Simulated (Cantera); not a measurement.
A closed system holds: 1 mol Cu, 0.39 mol O2, 0.94 mol CO, equilibrated at 42.0 Pa.

Equilibrium computed with Cantera from the NASA thermochemical tables; the gas is ideal and each condensed phase is pure. Candidate condensed phases: C, Cu, CuO, Cu2O; 15 gas species. The numbers say what is thermodynamically allowed, not how fast it happens.

### Question
Which condensed phases are stable at each of these points (T (°C)): 727, 827, 927, 1027, 1127, 1227, 1327, 1427?

### Answer
```csv
T (°C),condensed phases,Cu condensed (%)
727,Cu(s),100.0
827,Cu(s),100.0
927,Cu(s),100.0
1027,Cu(s),100.0
1127,Cu(l),99.7
1227,Cu(l),98.1
1327,Cu(l),90.2
1427,Cu(l),42.6
```

From 727 °C to 1027 °C the condensed part is Cu(s). From 1127 °C to 1427 °C the condensed part is Cu(l).
